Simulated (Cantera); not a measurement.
Cantera run:

```python
import numpy as np
import cantera as ct

gas_names = [...]  # 110 gases of nasa_gas.yaml made of C, H, O
cond_names = """
    C(gr) C6H6(L) C7H8(L) C8H18(L),n-octa H2O(s) H2O(L)
""".split()


# ... load() reads the species with a 1 bar reference pressure and builds the phases ...
atoms = {
    'CH4': {'C': 1, 'H': 4},
    'H2O': {'H': 2, 'O': 1},
    'H2': {'H': 2},
}
top_T = {'C(gr)': 4500}  # K; cautious upper limits of use, not melting points


# ... equilibrate(T, P, feed) seeds the gas with the atoms and calls Mixture.equilibrate('TP', solver="vcs", rtol=1e-11, max_steps=5000) ...
results = []
feed = {'CH4': 1, 'H2O': 0.16, 'H2': 16}  # mol
T = 1425  # K
P = 400000  # Pa
mix = equilibrate(T, P, feed)
results.append((T, P, feed, dict(zip(mix.species_names, mix.species_moles))))
print(gas.report(threshold=0.001))
for i in range(1, mix.n_phases):
    print(f"{mix.phase(i).name:16s} {mix.phase_moles(i):12.5e} mol")
```

Result:

```
       temperature   1425 K
          pressure   4e+05 Pa
           density   0.082622 kg/m^3
  mean mol. weight   2.4473 kg/kmol
   phase of matter   gas

                          1 kg             1 kmol
                     ---------------   ---------------
          enthalpy        1.3256e+07         3.244e+07  J
   internal energy        8.4144e+06        2.0592e+07  J
           entropy             68982        1.6882e+05  J/K
    Gibbs function       -8.5044e+07       -2.0813e+08  J
 heat capacity c_p             13438             32886  J/K
 heat capacity c_v             10040             24571  J/K

                      mass frac. Y      mole frac. X     chem. pot. / RT
                     ---------------   ---------------   ---------------
               CH4          0.094256          0.014378           -36.279
                CO           0.10021         0.0087554           -39.286
                H2           0.80461           0.97675           -17.092
     [ +107 minor]        0.00092007        0.00012113

C(gr)             5.81769e-01 mol
```

Method: chemical equilibrium by Gibbs-energy minimisation in Cantera with the NASA 1993 tables (ideal gas, pure condensed phases).
